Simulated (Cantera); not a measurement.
## Stirred combustor or abatement burner

A perfectly stirred reactor is fed with 5.62 % CH₄, 4.05 % CO, 18.9 % O₂, 71.4 % N₂, equivalence ratio 0.70, at 1.00 bar; it is adiabatic with a 673 K inlet, and is followed from long to short residence time, starting on the burning branch (τ in s: 0.17, 0.06, 0.021, 0.0072, 0.0025, 0.00087, 0.0003, 0.0001, 3.6e-05).

Computed with Cantera and GRI-Mech 3.0 (53 species, 325 reactions).

```json
[
 {"τ (s)": "0.17", "T (K)": "2153", "x CH₄": "1.47e-6", "x CO": "0.00211", "x O₂": "0.0572", "x HCN": "4.37e-8", "x CH₂": "2.40e-8"},
 {"τ (s)": "0.060", "T (K)": "2148", "x CH₄": "3.66e-6", "x CO": "0.00262", "x O₂": "0.0577", "x HCN": "4.99e-8", "x CH₂": "6.32e-8"},
 {"τ (s)": "0.021", "T (K)": "2133", "x CH₄": "8.32e-6", "x CO": "0.00384", "x O₂": "0.0583", "x HCN": "5.08e-8", "x CH₂": "1.53e-7"},
 {"τ (s)": "0.0072", "T (K)": "2102", "x CH₄": "1.76e-5", "x CO": "0.00632", "x O₂": "0.0593", "x HCN": "5.09e-8", "x CH₂": "3.35e-7"},
 {"τ (s)": "0.0025", "T (K)": "2049", "x CH₄": "3.66e-5", "x CO": "0.0103", "x O₂": "0.0609", "x HCN": "5.67e-8", "x CH₂": "6.43e-7"},
 {"τ (s)": "0.00087", "T (K)": "1972", "x CH₄": "8.01e-5", "x CO": "0.0158", "x O₂": "0.0633", "x HCN": "7.41e-8", "x CH₂": "1.14e-6"},
 {"τ (s)": "0.00030", "T (K)": "1871", "x CH₄": "0.000200", "x CO": "0.0232", "x O₂": "0.0671", "x HCN": "1.09e-7", "x CH₂": "1.98e-6"},
 {"τ (s)": "0.00010", "T (K)": "1735", "x CH₄": "0.000684", "x CO": "0.0365", "x O₂": "0.0755", "x HCN": "1.85e-7", "x CH₂": "4.11e-6"},
 {"τ (s)": "3.6e-5", "T (K)": "673", "x CH₄": "0.0562", "x CO": "0.0405", "x O₂": "0.189", "x HCN": "<1e-12", "x CH₂": "<1e-12"}
]
```
x: mole fraction; the columns are a selection and need not sum to one.
